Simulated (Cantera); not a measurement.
**Pyrogenic steam for wet oxidation**

An isothermal, constant-pressure homogeneous reactor starts with H2 : O2 : N2 = 1.6 : 1 : 0.51 (molar parts), at 1275 K and 0.120 bar.

Detailed kinetics in Cantera: GRI-Mech 3.0 (53 species, 325 reactions). The temperature is held fixed by assumption; the heat of reaction is taken as removed at once.

```
t (s)         x H2    x O2     x NO     x H2O    x N2O
--------  --------  ------  -------  --------  -------
7.00e-5      0.514   0.321   <1e-12  0.000392   <1e-12
0.000365    0.0510   0.112  5.07e-6     0.522  5.43e-9
0.00190    0.00385  0.0874  6.67e-6     0.684  1.45e-8
0.00993   0.000117  0.0865  6.67e-6     0.692  2.04e-8
0.0518     7.87e-6  0.0865  6.68e-6     0.693  2.18e-8
0.270      1.11e-6  0.0866  6.69e-6     0.693  2.00e-8
1.41       3.98e-7  0.0866  6.69e-6     0.693  1.07e-8
7.35       3.78e-7  0.0866  6.69e-6     0.693  1.63e-9
38.3       3.78e-7  0.0866  6.69e-6     0.693  1.41e-9
200        3.78e-7  0.0866  6.69e-6     0.693  1.41e-9
```
x: mole fraction; the columns are a selection and need not sum to one.

Equilibrium at this temperature and pressure: H2 3.78e-7, O2 0.0865, NO 0.000115, H2O 0.693, N2O 1.41e-9 (gas phase only).
